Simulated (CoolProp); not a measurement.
Model: reference Helmholtz-energy equation of state, Lemmon 2005, in CoolProp. It is a short technical equation, of lower accuracy than the large ones.

Problem. For 1-butene, give the phase and the Z, Joule-Thomson coefficient (K/MPa), expansivity (1/kK) at 199.15 °C and 9010 kPa.

Solution. 
- 199.15 °C and 9010 kPa: supercritical; Z 0.442, Joule-Thomson coefficient 3.52, expansivity 10.6
